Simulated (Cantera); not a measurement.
Input (Python, Cantera) and output of one run.

```python
import numpy as np
import cantera as ct

gas_names = [...]  # 148 gases of nasa_gas.yaml made of Al, C, H, N, O
cond_names = """
    AL(cr) AL(L) ALN(s) AL2O3(a) AL2O3(L) C(gr) C6H6(L) C7H8(L) C8H18(L),n-octa H2O(s) H2O(L)
""".split()


# ... load() reads the species with a 1 bar reference pressure and builds the phases ...
atoms = {
    'Al(CH3)3': {'AL': 1, 'C': 3, 'H': 9},
    'N2O': {'N': 2, 'O': 1},
    'N2': {'N': 2},
}
top_T = {'ALN(s)': 2750, 'C(gr)': 4500}  # K; cautious upper limits of use, not melting points


# ... equilibrate(T, P, feed) seeds the gas with the atoms and calls Mixture.equilibrate('TP', solver="vcs", rtol=1e-11, max_steps=5000) ...
results = []
feed = {'Al(CH3)3': 1, 'N2O': 5.1, 'N2': 610}  # mol
T = 1998  # K
P = 140  # Pa
mix = equilibrate(T, P, feed)
results.append((T, P, feed, dict(zip(mix.species_names, mix.species_moles))))
print(gas.report(threshold=1e-05))
for i in range(1, mix.n_phases):
    print(f"{mix.phase(i).name:16s} {mix.phase_moles(i):12.5e} mol")
```

It prints:

```
       temperature   1998 K
          pressure   140 Pa
           density   0.00023427 kg/m^3
  mean mol. weight   27.798 kg/kmol
   phase of matter   gas

                          1 kg             1 kmol
                     ---------------   ---------------
          enthalpy        2.0102e+06        5.5878e+07  J
   internal energy        1.4125e+06        3.9266e+07  J
           entropy             11038        3.0683e+05  J/K
    Gibbs function       -2.0043e+07       -5.5717e+08  J
 heat capacity c_p            1293.9             35967  J/K
 heat capacity c_v            994.76             27652  J/K

                      mass frac. Y      mole frac. X     chem. pot. / RT
                     ---------------   ---------------   ---------------
                CO         0.0046972         0.0046616           -46.293
               CO2        0.00023645        0.00014935           -70.759
                 H        0.00010947         0.0030188           -15.678
                H2        0.00035956         0.0049579           -31.355
               H2O         0.0004711        0.00072693           -55.821
                NO        2.2354e-05        2.0709e-05           -41.227
                N2           0.99406            0.9864           -33.522
                 O        1.1286e-05         1.961e-05           -24.466
                OH        2.6943e-05        4.4039e-05           -40.144
     [ +139 minor]        3.2855e-06        2.5459e-06

AL(L)             0.00000e+00 mol
ALN(s)            0.00000e+00 mol
AL2O3(a)          4.99598e-01 mol
C(gr)             0.00000e+00 mol
```

Equilibrium computed with Cantera from the NASA thermochemical tables; the gas is ideal and each condensed phase is pure. The feed counts by its element totals alone.
